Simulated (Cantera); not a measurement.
A perfectly stirred reactor is fed with NH3 : N2 = 1 : 1.4 (molar parts), at 458 Torr; it is held at 1625 K, and followed from long to short residence time.

Cantera simulation using the gas-phase N/H chemistry of the illustrative SiF4/NH3 mechanism in the Surface Chemkin manual (1991); the numbers are that mechanism's predictions, not measurements. Walls and surfaces, which speed up NH3 decomposition in real reactors, are not modelled.

What does this change do: temperature 1625 to 1275 K?


```tsv
quantity	before	after
x(NH3) at τ = 22.0 s	0.132	0.413
x(N2H2) at τ = 22.0 s	5.18e-8	3.72e-8
x(NH2) at τ = 22.0 s	3.33e-5	3.87e-6
x(N2H4) at τ = 22.0 s	1.38e-8	5.19e-8
x(H2) at τ = 22.0 s	0.301	0.00339
x(NH3) at τ = 0.430 s	0.388	0.417
x(N2H2) at τ = 0.430 s	3.18e-7	2.92e-8
x(NH2) at τ = 0.430 s	8.16e-5	3.44e-6
x(N2H4) at τ = 0.430 s	8.30e-8	4.11e-8
x(H2) at τ = 0.430 s	0.0298	5.30e-5
```

What does this change do: temperature 1625 to 1523 K?


```csv
quantity,before,after
x(NH3) at τ = 22.0 s,0.132,0.270
x(N2H2) at τ = 22.0 s,5.18e-8,7.79e-8
x(NH2) at τ = 22.0 s,3.33e-5,2.60e-5
x(N2H4) at τ = 22.0 s,1.38e-8,3.29e-8
x(H2) at τ = 22.0 s,0.301,0.156
x(NH3) at τ = 0.430 s,0.388,0.410
x(N2H2) at τ = 0.430 s,3.18e-7,1.92e-7
x(NH2) at τ = 0.430 s,8.16e-5,4.06e-5
x(N2H4) at τ = 0.430 s,8.30e-8,8.03e-8
x(H2) at τ = 0.430 s,0.0298,0.00676
```

What does this change do: temperature 1625 to 1375 K?


```
quantity                 before     after
----------------------  -------  --------
x(NH3) at τ = 22.0 s      0.132     0.395
x(N2H2) at τ = 22.0 s   5.18e-8   6.59e-8
x(NH2) at τ = 22.0 s    3.33e-5   1.02e-5
x(N2H4) at τ = 22.0 s   1.38e-8   5.41e-8
x(H2) at τ = 22.0 s       0.301    0.0230
x(NH3) at τ = 0.430 s     0.388     0.416
x(N2H2) at τ = 0.430 s  3.18e-7   7.84e-8
x(NH2) at τ = 0.430 s   8.16e-5   1.13e-5
x(N2H4) at τ = 0.430 s  8.30e-8   6.58e-8
x(H2) at τ = 0.430 s     0.0298  0.000531
```
